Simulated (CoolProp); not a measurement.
The fluid at 298.15 K and 2.77 MPa flows at 1.2 m/s in a round tube of 25 mm bore and 45 µm roughness, fully developed (64/Re and Nu = 3.66 if laminar; Colebrook and Gnielinski if turbulent). The same conditions are run with several fluids, on thermodynamics alone (safety and materials aside).

Model: reference Helmholtz-energy equation of state of each fluid (CH2F2 (R32): Tillner-Roth 1997; m-xylene: Zhou 2012; p-xylene: Zhou 2012; n-octane: Beckmüller 2019; R134a: Tillner-Roth 1994), in CoolProp.

**Question.** Rank CH2F2 (R32), m-xylene, p-xylene, n-octane, R134a by Reynolds number, highest first.

**Answer.** CH2F2 (R32) (254000), R134a (181000), m-xylene (43500), p-xylene (41600), n-octane (40000)

| fluid | Darcy friction factor | pressure drop (Pa/m) | heat-transfer coefficient (W/(m² K)) | mass flow (kg/h) |
|---|---|---|---|---|
| CH2F2 (R32) | 0.0235 | 656 | 5160 | 2050 |
| m-xylene | 0.0264 | 656 | 1820 | 1830 |
| p-xylene | 0.0266 | 657 | 1750 | 1820 |
| n-octane | 0.0267 | 539 | 1730 | 1490 |
| R134a | 0.0238 | 836 | 3230 | 2580 |

Transport values come from each fluid's own correlations; those of CH2F2 (R32), R134a are estimates that may be off by 10 % or more.
